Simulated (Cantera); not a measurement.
An adiabatic, constant-pressure homogeneous reactor starts with CO : H₂ : CH₄ : O₂ : N₂ = 1 : 0.069 : 0.18 : 1.66 : 6.23 (molar parts), equivalence ratio 0.54, at 1348 K and 1.01 bar. Integrator tolerance rtol = 1e-08.

Model: GRI-Mech 3.0 (53 species, 325 reactions), integrated in Cantera.

Q: What does this change do: CO 1 to 0.78 parts?

A: 
```
quantity                                                              before                                      after
---------------------------------  -----------------------------------------  -----------------------------------------
time of steepest temperature rise                                   0.316 ms                                   0.352 ms
temperature at 0.500 s                                                2460 K                                     2375 K
equilibrium temperature                                               2460 K                                     2375 K
x(CO) at 0.500 s                       0.0126 (gas-phase equilibrium 0.0126)    0.00623 (gas-phase equilibrium 0.00623)
x(H₂) at 0.500 s                   0.000753 (gas-phase equilibrium 0.000753)  0.000472 (gas-phase equilibrium 0.000472)
x(CH₄) at 0.500 s                      <1e-12 (gas-phase equilibrium <1e-12)      <1e-12 (gas-phase equilibrium <1e-12)
x(N₂O) at 0.500 s                    6.88e-7 (gas-phase equilibrium 6.88e-7)    6.39e-7 (gas-phase equilibrium 6.39e-7)
x(CO₂) at 0.500 s                        0.123 (gas-phase equilibrium 0.123)        0.106 (gas-phase equilibrium 0.106)
x(CH₂) at 0.500 s                      <1e-12 (gas-phase equilibrium <1e-12)      <1e-12 (gas-phase equilibrium <1e-12)
x(NO) at 0.500 s                       0.0130 (gas-phase equilibrium 0.0130)      0.0119 (gas-phase equilibrium 0.0119)
```

Q: What does this change do: initial temperature 1348 to 1125 K?

A: 
```tsv
quantity	before	after
time of steepest temperature rise	0.316 ms	1.67 ms
temperature at 0.500 s	2460 K	2331 K
equilibrium temperature	2460 K	2331 K
x(CO) at 0.500 s	0.0126 (gas-phase equilibrium 0.0126)	0.00630 (gas-phase equilibrium 0.00630)
x(H₂) at 0.500 s	0.000753 (gas-phase equilibrium 0.000753)	0.000398 (gas-phase equilibrium 0.000398)
x(CH₄) at 0.500 s	<1e-12 (gas-phase equilibrium <1e-12)	<1e-12 (gas-phase equilibrium <1e-12)
x(N₂O) at 0.500 s	6.88e-7 (gas-phase equilibrium 6.88e-7)	5.41e-7 (gas-phase equilibrium 5.41e-7)
x(CO₂) at 0.500 s	0.123 (gas-phase equilibrium 0.123)	0.130 (gas-phase equilibrium 0.130)
x(CH₂) at 0.500 s	<1e-12 (gas-phase equilibrium <1e-12)	<1e-12 (gas-phase equilibrium <1e-12)
x(NO) at 0.500 s	0.0130 (gas-phase equilibrium 0.0130)	0.0102 (gas-phase equilibrium 0.0102)
```
